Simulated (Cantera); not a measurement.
A freely propagating, adiabatic, planar premixed flame of CH4 : CO : O2 : N2 = 1 : 0.045 : 1.84 : 6.91 (molar parts), equivalence ratio 1.1, unburnt at 373 K and 12000 Pa; mixture-averaged transport, grid criteria slope 0.08 and curve 0.16, no radiation.

Cantera simulation using GRI-Mech 3.0 (53 species, 325 reactions); the numbers are that mechanism's predictions, not measurements. Burning velocities carry a grid error of a few per cent, more on coarse grids.

Question: How do the results move with these cheaper or finer settings: unity-Lewis-number transport; multicomponent transport; multicomponent+Soret transport; grid criteria slope 0.5, curve 1; grid criteria slope 0.25, curve 0.5; grid criteria slope 0.03, curve 0.06?

Answer: 
| setting | laminar burning velocity | thermal thickness | peak x(H2O2) | peak x(H) | grid points |
|---|---|---|---|---|---|
| as above | 86.6 cm/s | 2.44 mm | 6.53e-6 | 0.0165 | 168 |
| unity-Lewis-number transport | 55.0 cm/s | 3.08 mm | 1.90e-6 | 0.0200 | 146 |
| multicomponent transport | 86.5 cm/s | 2.47 mm | 6.39e-6 | 0.0165 | 168 |
| multicomponent+Soret transport | 85.7 cm/s | 2.45 mm | 6.09e-6 | 0.0166 | 169 |
| grid criteria slope 0.5, curve 1 | 93.2 cm/s | 2.81 mm | 5.87e-6 | 0.0174 | 51 |
| grid criteria slope 0.25, curve 0.5 | 89.3 cm/s | 2.55 mm | 6.03e-6 | 0.0168 | 84 |
| grid criteria slope 0.03, curve 0.06 | 85.8 cm/s | 2.40 mm | 6.66e-6 | 0.0163 | 389 |
The base run took about 3 core-minutes (a rough figure).
Unity Lewis numbers drop preferential diffusion, which matters most where H2 and H carry the flame; Soret adds thermal diffusion.
